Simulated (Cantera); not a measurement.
Feed: 1 mol B2O3, 20 mol F2, 26 mol H2, equilibrated at 1352 °C and 0.000480 bar.

Method: chemical equilibrium by Gibbs-energy minimisation in Cantera with the NASA 1993 tables (ideal gas, pure condensed phases). Candidate condensed phases: B, B2O3, B3O3H3, H2O; 43 gas species. Equilibrium is a limit: real reactors are often held back by kinetics, nucleation or transport.

Base state: HF 0.807, H2 0.127, BOF 0.0409, H2O 0.0221, BF3 0.00124, H 0.00115, HBO2 0.000404 (mole fractions); condensed: gas only.

What changes in the equilibrium state with this change: temperature from 1352 °C to 1025 °C?


```
species    before     after
-------  --------  --------
HF          0.807     0.782
H2          0.127     0.131
H2O        0.0221    0.0441
BF3       0.00124    0.0227
BOF        0.0409    0.0205
H         0.00115   1.77e-5
HBO2     0.000404  0.000353
```
